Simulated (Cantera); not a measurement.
Input: 1 mol SiCl4, 0.61 mol C2H4, 34 mol H2, equilibrated at 57.0 Torr.

Equilibrium computed with Cantera from the NASA thermochemical tables; the gas is ideal and each condensed phase is pure. Candidate condensed phases: C, C6H6, C7H8, C8H18, Si, SiC; 109 gas species. Gases not in the tables: Si2H6 and higher silanes. Rates play no part.

**Question.** What share of the Si ends up in condensed phases as a function of T (K), at 1100, 1250, 1400, 1550, 1700, 1850, 2000, 2150, 2300, 2450, 2600?

**Answer.** 
| T (K) | Si condensed (%) | as |
|---|---|---|
| 1100 | 92.3 | SiC(s) |
| 1250 | 98.8 | SiC(s) |
| 1400 | 99.1 | SiC(s) |
| 1550 | 98.5 | SiC(s) |
| 1700 | 97.4 | SiC(s) |
| 1850 | 95.9 | SiC(s) |
| 2000 | 93.8 | SiC(s) |
| 2150 | 90.0 | SiC(s) |
| 2300 | 78.3 | SiC(s) |
| 2450 | 26.8 | SiC(s) |
| 2600 | 0.0 | - |
